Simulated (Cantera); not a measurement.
A closed system holds: 1 mol MgO, 0.13 mol H2S, 11 mol N2, equilibrated at 1650 K and 0.170 bar.

These are equilibrium values from Cantera (NASA tables, ideal gas, pure condensed phases), not measurements of a reactor. Candidate condensed phases: H2O, H2SO4, Mg, MgO, Mg(OH)2, MgS, MgSO4, S; 43 gas species. Mutual solubility and eutectic melting of coexisting phases are not modelled. The numbers say what is thermodynamically allowed, not how fast it happens.

Base state: N2 0.983, H2 0.0108, S2 0.00533, H2S 0.000608, SH 0.000211, H2O 0.000121, S 3.51e-5, H 2.29e-5 (mole fractions); condensed: MgO(s) + MgS(s).

Problem. What changes in the equilibrium state with this change: H2S from 0.13 to 0.076 mol?

Solution. 
```
species        before     after
-----------  --------  --------
N2              0.983     0.990
H2             0.0108   0.00643
S2            0.00533   0.00318
Mg            1.77e-5   2.29e-5
H2O          0.000121   5.60e-5
H2S          0.000608  0.000281
SH           0.000211  0.000126
MgO(s), mol     0.999     0.999
MgS(s), mol   0.00118  0.000375
```
